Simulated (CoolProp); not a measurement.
Isobutene along the isobar 351 kPa: density (kg/m³) from the reference equation and from simpler models built on Tc = 418.1 K, pc = 4016 kPa, ω = 0.193; each cubic takes its own stable root.

The numbers come from the reference Helmholtz-energy equation of state, Lemmon 2005 in CoolProp. It is a short technical equation, of lower accuracy than the large ones.

```tsv
T (K)	phase	reference	van der Waals	Peng-Robinson
214.4	liquid	682.7	422.2	714.4
243.3	liquid	652.1	404.5	686.1
272.1	liquid	620.0	9.418	652.9
301	liquid	584.9	8.364	612.6
329.8	gas	7.729	7.540	7.712
358.7	gas	6.968	6.869	6.977
387.5	gas	6.368	6.315	6.384
416.4	gas	5.873	5.845	5.889
445.3	gas	5.456	5.442	5.470
474.1	gas	5.099	5.094	5.111
503	gas	4.788	4.788	4.798
```

At some of these states van der Waals gives the other phase, because its saturation line lies elsewhere.
